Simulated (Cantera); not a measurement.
A Cantera script and what it prints.

```python
import numpy as np
import cantera as ct

gas_names = """
    H HO2 H2 H2O H2O2 H2S H2SO4 O OH O2 O3 S SH SO SO2 SO3 S2 S2O S8
""".split()
cond_names = """
    H2O(s) H2O(L) H2SO4(L) S(cr1) S(cr2) S(L)
""".split()


# ... load() reads the species with a 1 bar reference pressure and builds the phases ...
atoms = {
    'SO2': {'S': 1, 'O': 2},
    'H2O': {'H': 2, 'O': 1},
    'O2': {'O': 2},
}
top_T = {}  # K; cautious upper limits of use, not melting points


# ... equilibrate(T, P, feed) seeds the gas with the atoms and calls Mixture.equilibrate('TP', solver="vcs", rtol=1e-11, max_steps=5000) ...
results = []
feed = {'SO2': 1, 'H2O': 0.091, 'O2': 0.13}  # mol
P = 28000000  # Pa
for T in [723, 798, 873, 948, 1023, 1098, 1173, 1248]:
    mix = equilibrate(T, P, feed)
    results.append((T, P, feed, dict(zip(mix.species_names, mix.species_moles))))
    x = sorted(zip(gas.X, gas.species_names), reverse=True)
    print(f"T = {T:g} K  P = {P:g} Pa  gas = {mix.phase_moles(0):.4g} mol")
    print("   x: " + "  ".join(f"{s} {v:.3e}" for v, s in x if v > 1e-06))
    print("   condensed (mol): " + ("  ".join(f"{mix.phase(i).name} {mix.phase_moles(i):.4g}"
          for i in range(1, mix.n_phases) if mix.phase_moles(i) > 1e-12) or "none"))
```

Output:

```
T = 723 K  P = 2.8e+07 Pa  gas = 0.9291 mol
   x: SO2 7.965e-01  SO3 1.832e-01  H2SO4 1.911e-02  H2O 1.255e-03
   condensed (mol): H2SO4(L) 0.07208
T = 798 K  P = 2.8e+07 Pa  gas = 0.9665 mol
   x: SO2 7.657e-01  SO3 1.855e-01  H2SO4 3.820e-02  H2O 1.065e-02
   condensed (mol): H2SO4(L) 0.04379
T = 873 K  P = 2.8e+07 Pa  gas = 1.042 mol
   x: SO2 7.104e-01  SO3 2.022e-01  H2SO4 4.739e-02  H2O 3.997e-02  O2 2.884e-06
   condensed (mol): none
T = 948 K  P = 2.8e+07 Pa  gas = 1.062 mol
   x: SO2 6.970e-01  SO3 2.173e-01  H2O 5.821e-02  H2SO4 2.749e-02  O2 2.930e-05
   condensed (mol): none
T = 1023 K  P = 2.8e+07 Pa  gas = 1.075 mol
   x: SO2 6.886e-01  SO3 2.265e-01  H2O 6.976e-02  H2SO4 1.488e-02  O2 2.008e-04
   condensed (mol): none
T = 1098 K  P = 2.8e+07 Pa  gas = 1.083 mol
   x: SO2 6.851e-01  SO3 2.299e-01  H2O 7.594e-02  H2SO4 8.061e-03  O2 9.992e-04
   condensed (mol): none
T = 1173 K  P = 2.8e+07 Pa  gas = 1.09 mol
   x: SO2 6.863e-01  SO3 2.265e-01  H2O 7.900e-02  H2SO4 4.473e-03  O2 3.763e-03
   condensed (mol): none
T = 1248 K  P = 2.8e+07 Pa  gas = 1.1 mol
   x: SO2 6.941e-01  SO3 2.125e-01  H2O 8.023e-02  O2 1.067e-02  H2SO4 2.503e-03
   condensed (mol): none
```

Equilibrium computed with Cantera from the NASA thermochemical tables; the gas is ideal and each condensed phase is pure. The ideal-gas law is rough above about 30 bar.
